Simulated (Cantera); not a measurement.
## Thermodynamics of boron, boron nitride and boron oxide, feed BF₃ + N₂ + H₂

Charge: 1 mol BF₃, 26 mol N₂, 160 mol H₂.

These are equilibrium values from Cantera (NASA tables, ideal gas, pure condensed phases), not measurements of a reactor. Candidate condensed phases: B, BN; 31 gas species. N₂ is the only nitrogen source here; it is nearly inert below about 1500 K, so the nitride shown seldom forms there in practice. The tables' values for BF₂ are old estimates. Kinetics and transport are ignored.

Stable condensed phases:

```
T in K \ P in Pa
             10     46    220   1000   4600  22000 100000
   2325       A      A      A      A      A      A      A
   2250       A      A      A      A      A      A      A
   2175       A      A      A      A      A      A      A
   2100       A      A      A      A      A      A      B
   2025       A      A      A      A      A      A      B
   1950       A      A      A      A      A      B      B
   1875       A      A      A      A      B      B      B
   1800       A      A      A      A      B      B      B
   1725       A      A      A      B      B      B      B
   1650       A      A      B      B      B      B      B
   1575       A      B      B      B      B      B      B
   1500       B      B      B      B      B      B      B
   1425       B      B      B      B      B      B      B
```

A: gas only; B: BN.
